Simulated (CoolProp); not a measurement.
A Linde-Hampson liquefier for normal hydrogen: isothermal reversible compression at 290 K from 1 atm to 15 MPa, throttling to 1 atm, return gas leaving the recuperator 10 K below the feed. Each further row changes one setting.

Computed with CoolProp (reference Helmholtz-energy equation of state, Leachman 2009).

```csv
case,compression work (kJ/kg of gas)
as stated,6090
high pressure 30 MPa,7030
warm-end temperature 320 K,6710
warm-end gap 15 K,6090
```
